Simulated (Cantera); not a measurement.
An isothermal, constant-pressure homogeneous reactor starts with CH3OH : O2 : N2 = 0.0036 : 0.0032 : 1 (molar parts), equivalence ratio 1.7, at 900 K and 130000 Pa. Integrator tolerance rtol = 1e-08.

Computed with Cantera and GRI-Mech 3.0 (53 species, 325 reactions). GRI-Mech 3.0 was tuned for natural gas; its chemistry of methanol as a main component is partial and can be far from experiment. Below about 1000 K GRI-Mech 3.0 lacks low-temperature oxidation paths.

Question: What does this change do: O2 0.0032 to 0.0049 parts?

Answer: 
```tsv
quantity	before	after
x(CH3OH) at 100 s	<1e-12 (gas-phase equilibrium <1e-12)	<1e-12 (gas-phase equilibrium <1e-12)
x(O2) at 100 s	3.13e-5 (gas-phase equilibrium <1e-12)	0.000342 (gas-phase equilibrium <1e-12)
x(CH2CO) at 100 s	<1e-12 (gas-phase equilibrium <1e-12)	<1e-12 (gas-phase equilibrium <1e-12)
x(H) at 100 s	2.01e-8 (gas-phase equilibrium 5.98e-12)	8.23e-9 (gas-phase equilibrium 2.92e-12)
x(H2O) at 100 s	0.00550 (gas-phase equilibrium 0.00377)	0.00696 (gas-phase equilibrium 0.00632)
x(HCN) at 100 s	<1e-12 (gas-phase equilibrium 2.45e-10)	<1e-12 (gas-phase equilibrium 3.19e-12)
```

Question: What does this change do: N2 1 to 1.9 parts?

Answer: 
| quantity | before | after |
|---|---|---|
| x(CH3OH) at 100 s | <1e-12 (gas-phase equilibrium <1e-12) | <1e-12 (gas-phase equilibrium <1e-12) |
| x(O2) at 100 s | 3.13e-5 (gas-phase equilibrium <1e-12) | 7.84e-5 (gas-phase equilibrium <1e-12) |
| x(CH2CO) at 100 s | <1e-12 (gas-phase equilibrium <1e-12) | <1e-12 (gas-phase equilibrium <1e-12) |
| x(H) at 100 s | 2.01e-8 (gas-phase equilibrium 5.98e-12) | 1.38e-8 (gas-phase equilibrium 4.35e-12) |
| x(H2O) at 100 s | 0.00550 (gas-phase equilibrium 0.00377) | 0.00281 (gas-phase equilibrium 0.00199) |
| x(HCN) at 100 s | <1e-12 (gas-phase equilibrium 2.45e-10) | <1e-12 (gas-phase equilibrium 9.44e-11) |
